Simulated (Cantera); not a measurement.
A perfectly stirred reactor is fed with CH4 : N2 = 1 : 4.7 (molar parts), at 1.00 atm; it is held at 1773 K, and followed from long to short residence time.

Detailed kinetics in Cantera: GRI-Mech 3.0 (53 species, 325 reactions). GRI-Mech 3.0 stops at C3 and has no aromatics, soot or wall deposition, so with more carbon than oxygen in the feed, carbon stays in small species such as C2H2 where larger ones or solid carbon would form.

Problem. What does this change do: pressure from 1.00 atm to 0.132 atm?

Solution. 
```
quantity                  before     after
----------------------  --------  --------
x(CH4) at τ = 9.10 s     0.00347   0.00342
x(H2) at τ = 9.10 s        0.219     0.219
x(C2H6) at τ = 9.10 s    3.45e-7   2.64e-7
x(C2H4) at τ = 9.10 s   0.000455   6.55e-5
x(H) at τ = 9.10 s      0.000132  0.000348
x(CH4) at τ = 0.130 s     0.0239    0.0339
x(H2) at τ = 0.130 s       0.193     0.179
x(C2H6) at τ = 0.130 s   1.30e-5   1.75e-5
x(C2H4) at τ = 0.130 s  0.000492  0.000468
x(H) at τ = 0.130 s     0.000111  0.000223
```

Problem. What does this change do: temperature 1773 to 1123 K?

Solution. 
| quantity | before | after |
|---|---|---|
| x(CH4) at τ = 9.10 s | 0.00347 | 0.175 |
| x(H2) at τ = 9.10 s | 0.219 | 1.69e-5 |
| x(C2H6) at τ = 9.10 s | 3.45e-7 | 1.12e-5 |
| x(C2H4) at τ = 9.10 s | 0.000455 | 2.65e-6 |
| x(H) at τ = 9.10 s | 0.000132 | 3.14e-12 |
| x(CH4) at τ = 0.130 s | 0.0239 | 0.175 |
| x(H2) at τ = 0.130 s | 0.193 | 1.99e-7 |
| x(C2H6) at τ = 0.130 s | 1.30e-5 | 1.35e-7 |
| x(C2H4) at τ = 0.130 s | 0.000492 | 2.58e-9 |
| x(H) at τ = 0.130 s | 0.000111 | 1.80e-12 |

Problem. What does this change do: temperature 1773 to 1100 K?

Solution. 
| quantity | before | after |
|---|---|---|
| x(CH4) at τ = 9.10 s | 0.00347 | 0.175 |
| x(H2) at τ = 9.10 s | 0.219 | 6.22e-6 |
| x(C2H6) at τ = 9.10 s | 3.45e-7 | 4.94e-6 |
| x(C2H4) at τ = 9.10 s | 0.000455 | 5.97e-7 |
| x(H) at τ = 9.10 s | 0.000132 | 1.09e-12 |
| x(CH4) at τ = 0.130 s | 0.0239 | 0.175 |
| x(H2) at τ = 0.130 s | 0.193 | 7.98e-8 |
| x(C2H6) at τ = 0.130 s | 1.30e-5 | 4.53e-8 |
| x(C2H4) at τ = 0.130 s | 0.000492 | 7.02e-10 |
| x(H) at τ = 0.130 s | 0.000111 | <1e-12 |
